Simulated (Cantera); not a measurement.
What does this Cantera script print?

```python
import numpy as np
import cantera as ct

gas = ct.Solution("gri30.yaml")


def delay(T, t_max=10):
    gas.TPX = T, 280000, {'H2': 1, 'O2': 0.455, 'N2': 1.71}
    reactor = ct.IdealGasReactor(gas, clone=False)
    net = ct.ReactorNet([reactor])
    net.rtol, net.atol = 1e-8, 1e-16
    while net.time < t_max:
        t_old, T_old = net.time, reactor.T
        net.step()
        if reactor.T > T + 400:  # ignition: a rise of 400 K
            return t_old + (T + 400 - T_old) / (reactor.T - T_old) * (net.time - t_old)
    return np.nan


taus = []
for T in [900, 1000, 1100, 1200, 1300, 1400, 1500, 1600]:
    taus.append(delay(T))
    print(f"T0 = {T:6g} K   tau = {taus[-1]:.4e} s")
```

It prints:

```
T0 =    900 K   tau = 2.0230e-01 s
T0 =   1000 K   tau = 8.5857e-03 s
T0 =   1100 K   tau = 6.6749e-05 s
T0 =   1200 K   tau = 1.9096e-05 s
T0 =   1300 K   tau = 1.0335e-05 s
T0 =   1400 K   tau = 6.7094e-06 s
T0 =   1500 K   tau = 4.8181e-06 s
T0 =   1600 K   tau = 3.7307e-06 s
```

Cantera simulation using GRI-Mech 3.0 (53 species, 325 reactions); the numbers are that mechanism's predictions, not measurements. The hydrogen kinetics of GRI-Mech 3.0 are dated; newer H2 mechanisms differ, most at raised pressure. Below about 950 K walls govern HO2 and H2O2 in real vessels.
